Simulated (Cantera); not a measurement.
## Si + Cl2 + H2 (chlorosilane synthesis and conversion)

Input: 1 mol Si, a varied amount of Cl2, 0.33 mol H2, equilibrated at 1025 K and 0.133 bar.

Equilibrium computed with Cantera from the NASA thermochemical tables; the gas is ideal and each condensed phase is pure. Candidate condensed phases: Si; 19 gas species. The tables' values for SiCl3 are old estimates; treat these amounts as uncertain. The numbers say what is thermodynamically allowed, not how fast it happens.

From 0.5 mol Cl2 to 1.8 mol Cl2 the condensed part is Si(s). From 2 mol Cl2 to 2.4 mol Cl2 nothing is condensed. The main Si-bearing gas is SiCl4 throughout.

```tsv
n(Cl2) (mol)	x SiCl4	x H2	x HCl	x SiHCl3	x Cl2	n Si(s)
0.5	0.372	0.526	0.0248	0.0678	<1e-12	0.742
0.71	0.456	0.437	0.0238	0.0721	<1e-12	0.634
0.93	0.522	0.370	0.0226	0.0734	<1e-12	0.522
1.1	0.563	0.330	0.0218	0.0733	<1e-12	0.435
1.4	0.619	0.276	0.0204	0.0720	<1e-12	0.283
1.6	0.648	0.249	0.0196	0.0707	<1e-12	0.181
1.8	0.673	0.226	0.0188	0.0693	<1e-12	0.0795
2	0.711	0.211	0.0392	0.0329	<1e-12	0
2.2	0.651	0.0830	0.264	0.00176	4.31e-11	0
2.4	0.578	1.86e-10	0.381	2.42e-12	0.0403	0
```
x: gas mole fraction; n: condensed amount in mol.
